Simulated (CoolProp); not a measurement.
A single-stage vapour-compression cycle with the fluid: evaporating at 275.15 K (dew point), condensing at 333.15 K (bubble point), superheat 0 K, subcooling 5 K, compressor efficiency 0.65, no pressure losses. The same conditions are run with several fluids, on thermodynamics alone (safety and materials aside).

The numbers come from the reference Helmholtz-energy equation of state of each fluid (sulfur dioxide: Gao 2016; R227EA: Lemmon 2016; R22: Kamei 1995; R236EA: Rui 2013; isobutene: Lemmon 2005; c-C4F8 (RC318): Platzer 1990) in CoolProp. The equations of Platzer and Polt are older, rougher fits.

```tsv
fluid	cooling COP	pressure ratio	discharge temperature (K)	refrigerating effect (kJ/kg)	volumetric capacity (kJ/m³)
sulfur dioxide	2.53	6.53	461.1	304	1500
R227EA	1.94	5.59	333.1	60.0	1020
R22	2.29	4.57	379.2	136	3070
R236EA	2.28	7.07	335.4	100	590
isobutene	2.43	5.49	349.2	255	941
c-C4F8 (RC318)	1.94	6.02	333.2	54.1	698
```

The compression ends wet for: R227EA; c-C4F8 (RC318).
